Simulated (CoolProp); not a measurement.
Vapour-liquid equilibrium of ethanol (1) + dimethyl carbonate (2) at 6.74 bar; x and y are mole fractions of (1).

Values from CoolProp's multi-fluid Helmholtz-energy mixture model, Schroeder 2014 and Zhou 2011; pair parameters Bell 2016.

**Question.** Give the bubble temperature and the first vapour's composition at x = 0.2, 0.35, 0.5. Is there an azeotrope?

**Answer.** x = 0.2: 146.1 °C, y = 0.415; x = 0.35: 140.3 °C, y = 0.552; x = 0.5: 137.2 °C, y = 0.643. y crosses x between x = 0.8 and 0.95: the model has an azeotrope there.

Pair parameters are fitted to limited data, so mixtures are less certain than the pure fluids.
